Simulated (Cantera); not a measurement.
A Cantera script and its output.

```python
import numpy as np
import cantera as ct

gas = ct.Solution("gri30.yaml")
gas.TPX = 1250, 1600, {'H2': 0.024, 'O2': 1}
reactor = ct.IdealGasConstPressureReactor(gas, energy="off", clone=False)
net = ct.ReactorNet([reactor])
net.rtol, net.atol = 1e-08, 1e-18
show = ['H2', 'O2', 'HO2', 'H', 'O', 'H2O']
times = np.geomspace(9e-05, 2, 10)

steps = ct.SolutionArray(gas, extra=["t"])
rows = []
print(f"{'t/s':>10s}{'T/K':>9s}{'P/Pa':>11s}" + "".join(f"{s:>11s}" for s in show))
for t in times:
    while net.time < t:
        t_next = net.step()
        steps.append(gas.state, t=t_next)
    rows.append([np.interp(t, steps.t, y) for y in (steps.T, steps.P, *steps(*show).X.T)])
    print(f"{t:10.3e}{rows[-1][0]:9.1f}{rows[-1][1]:11.4g}" + "".join(f"{x:11.3e}" for x in rows[-1][2:]))
rate = np.gradient(steps.T, steps.t)
print("integrator steps:", len(steps.t))
if steps.T.max() > steps.T[0] + 200:
    print(f"time of steepest temperature rise: {steps.t[rate.argmax()]:.4e} s")
gas.TPX = 1250, 1600, {'H2': 0.024, 'O2': 1}
gas.equilibrate("TP")
print(f"equilibrium (TP): T = {gas.T:.1f} K  " + "  ".join(f"{s} {gas[s].X[0]:.3e}" for s in show))
```

Result:

```
       t/s      T/K       P/Pa         H2         O2        HO2          H          O        H2O
 9.000e-05   1250.0       1600  2.344e-02  9.766e-01  5.636e-09  2.533e-09  4.355e-09  1.268e-09
 2.737e-04   1250.0       1600  2.344e-02  9.766e-01  1.718e-08  8.720e-09  3.026e-08  2.193e-08
 8.321e-04   1250.0       1600  2.344e-02  9.766e-01  5.440e-08  1.993e-07  8.617e-07  1.011e-06
 2.530e-03   1250.0       1600  1.535e-02  9.698e-01  2.228e-06  1.242e-03  4.806e-03  6.090e-03
 7.694e-03   1250.0       1600  2.033e-04  9.571e-01  1.869e-06  1.760e-03  1.759e-02  2.138e-02
 2.340e-02   1250.0       1600  1.646e-04  9.609e-01  1.725e-06  1.265e-03  1.408e-02  2.182e-02
 7.114e-02   1250.0       1600  9.480e-05  9.675e-01  1.367e-06  5.378e-04  7.917e-03  2.256e-02
 2.163e-01   1250.0       1600  2.984e-05  9.734e-01  7.687e-07  9.297e-05  2.445e-03  2.322e-02
 6.577e-01   1250.0       1600  5.395e-06  9.757e-01  2.672e-07  7.123e-06  4.398e-04  2.354e-02
 2.000e+00   1250.0       1600  8.194e-07  9.762e-01  6.505e-08  4.238e-07  6.690e-05  2.365e-02
integrator steps: 1282
equilibrium (TP): T = 1250.0 K  H2 6.587e-09  O2 9.763e-01  HO2 1.254e-08  H 3.122e-10  O 5.442e-07  H2O 2.371e-02
```

Detailed kinetics in Cantera: GRI-Mech 3.0 (53 species, 325 reactions). Radical loss at walls, strong at low pressure, is not modelled.
